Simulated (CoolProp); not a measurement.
A single-stage vapour-compression cycle with the fluid: evaporating at 294.15 K (dew point), condensing at 322.15 K (bubble point), superheat 5 K, subcooling 0 K, compressor efficiency 0.8, no pressure losses. The same conditions are run with several fluids, on thermodynamics alone (safety and materials aside).

Model: reference Helmholtz-energy equation of state of each fluid (n-butane: Bücker 2006; methanol: de Reuck 1993; the fluoroketone C6F12O (FK-5-1-12): McLinden 2015; R245ca: Zhou 2016; hydrogen sulfide: Lemmon 2006; dimethyl ether: Wu 2011), in CoolProp.

Problem. Rank n-butane, methanol, the fluoroketone C6F12O (FK-5-1-12), R245ca, hydrogen sulfide, dimethyl ether by cooling COP, highest first.

Solution. methanol (7.67), R245ca (7.49), n-butane (7.41), dimethyl ether (7.35), hydrogen sulfide (6.87), the fluoroketone C6F12O (FK-5-1-12) (6.82)

| fluid | pressure ratio | discharge temperature (K) | refrigerating effect (kJ/kg) | volumetric capacity (kJ/m³) |
|---|---|---|---|---|
| n-butane | 2.25 | 327.3 | 304 | 1630 |
| methanol | 3.88 | 392.7 | 1120 | 201 |
| the fluoroketone C6F12O (FK-5-1-12) | 2.97 | 322.1 | 69.2 | 308 |
| R245ca | 2.73 | 327.0 | 172 | 821 |
| hydrogen sulfide | 1.90 | 361.3 | 366 | 10900 |
| dimethyl ether | 2.13 | 338.0 | 345 | 3730 |

The compression ends wet for: the fluoroketone C6F12O (FK-5-1-12).
